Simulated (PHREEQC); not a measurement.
Solution (25 °C): 0.28 mol/kgw H2SO4 and 0.002 mol/kgw ZnSO4. It is in equilibrium with CO2 at log p = 0 (atm). Otherwise closed; pH follows from the charge balance.

All values are PHREEQC results (ion-association model, phreeqc.dat), not measurements.

```json
[
 {"quantity": "pH", "before": "0.62", "after": "0.89"},
 {"quantity": "ionic strength (mol/kgw)", "before": "0.348", "after": "0.190"},
 {"quantity": "HSO4- (mol/kgw)", "before": "0.249", "after": "0.118"},
 {"quantity": "SO4-2 (mol/kgw)", "before": "0.0326", "after": "0.0234"},
 {"quantity": "HCO3- (mol/kgw)", "before": "8.64e-8", "after": "1.54e-7"}
]
```

### Question
Which change was made?
(A) ZnSO4 left out
(B) H2SO4 from 0.28 to 0.14 mol/kgw
(C) ZnSO4 from 0.002 to 0.0004 mol/kgw

### Answer
B, H2SO4 from 0.28 to 0.14 mol/kgw

This is a speciation only: nothing precipitates in the calculation.
